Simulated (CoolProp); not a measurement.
Hydrogen chloride at 293.15 K and 6.06 MPa is throttled through a valve to 1.23 MPa with no heat exchange. Each further row changes one setting.

Computed with CoolProp (reference Helmholtz-energy equation of state, Thol 2018).

```tsv
case	temperature change (K)	final phase	final density (kg/m³)
as stated	-45.9	two-phase, vapour fraction 0.248	96.8
outlet pressure 0.369 MPa	-78.7	two-phase, vapour fraction 0.357	22.4
outlet pressure 1.6 MPa	-37.3	two-phase, vapour fraction 0.213	140
```
